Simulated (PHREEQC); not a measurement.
Make-up at 6.4 °C: 8.2 mmol/kgw HCl and 28 mmol/kgw AlCl3. Closed to the air; pH follows from the charge balance.

The numbers come from PHREEQC with the ion-association model, wateq4f.dat.

```
Quantity                  Value
----------------  -------------
pH                         2.18
ionic strength    0.176 mol/kgw
total alkalinity   -8.20 meq/kg
```

```csv
species,molality,activity,log γ
Cl-,0.0922,0.0671,-0.138
Al+3,0.0280,0.00406,-0.839
H+,0.00821,0.00662,-0.093
AlOH+2,5.18e-6,1.72e-6,-0.478
```

Precipitation was switched off in this run. Complexes and solids missing from the database can't appear. Constants without temperature data keep their 25 °C values here.
